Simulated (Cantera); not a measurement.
# Equilibrium for silicon epitaxy and polysilicon growth: Si2H6 + Cl2 + H2

A closed system holds: 1 mol Si2H6, 0.16 mol Cl2, 500 mol H2, at 1250 K and 0.180 bar.

Method: chemical equilibrium by Gibbs-energy minimisation in Cantera with the NASA 1993 tables (ideal gas, pure condensed phases). Candidate condensed phases: Si; 19 gas species. The feed counts by its element totals alone. Kinetics and transport are ignored.

The x(H2) is 0.999. The x(HCl) is 0.000634. The x(H) is 1.14e-6 and the x(SiCl2) is 1.01e-6. The n(Si(s)) comes out as 2.00 mol and the gas amount is 503.2 mol.
